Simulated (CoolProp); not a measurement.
Values from CoolProp's reference Helmholtz-energy equation of state, Lemmon 2022.

Q: Give the vapour pressure (kPa), liquid density (kg/m³), enthalpy of vaporisation (kJ/kg), surface tension (mN/m) of saturated R1234yf at 303.3 K.

A: 
```tsv
T (K)	p (kPa)	liquid density (kg/m³)	enthalpy of vaporisation (kJ/kg)	surface tension (mN/m)
303.3	787	1070	141	5.55
```

Surface tension comes from a separate correlation (Mulero 2012).
